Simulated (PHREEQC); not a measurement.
Dissolve 0.0086 mol/kgw HNO3, 0.11 mol/kgw FeCl3 and 0.034 mol/kgw CuCl2 at 78 °C. Closed to the air; pH follows from the charge balance.

Equilibrium calculation in PHREEQC: ion-association model, wateq4f.dat.

Each row changes one thing in this solution. No solid was allowed to form.

| case | pH | ionic strength (mol/kgw) | Cl- (mol/kgw) | CuCl+ (mol/kgw) | Cu+2 (mol/kgw) | CuCl2 (mol/kgw) | SI of Tenorite (CuO) | SI of Cu(OH)2 (Cu(OH)2) |
|---|---|---|---|---|---|---|---|---|
| as made | 1.61 | 0.460 | 0.293 | 0.0197 | 0.0125 | 0.00177 | -5.27 | -6.29 |
| FeCl3 left out | 2.15 | 0.0867 | 0.0559 | 0.0115 | 0.0222 | 0.000314 | -3.70 | -4.72 |
| diluted 5-fold with water | 1.91 | 0.112 | 0.0701 | 0.00251 | 0.00421 | 8.12e-5 | -4.94 | -5.96 |
| temperature from 78 to 60 °C | 1.67 | 0.470 | 0.296 | 0.0151 | 0.0177 | 0.00121 | -5.49 | -6.52 |
| temperature from 78 to 30 °C | 1.79 | 0.492 | 0.301 | 0.00678 | 0.0268 | 0.000431 | -6.04 | -7.06 |

Complexes and solids missing from the database can't appear. Some of these states are supersaturated (in Hematite (slow to form), Goethite (slow to form), for instance). At this temperature some constants are extrapolated from 25 °C, and those without enthalpy data are left unchanged.
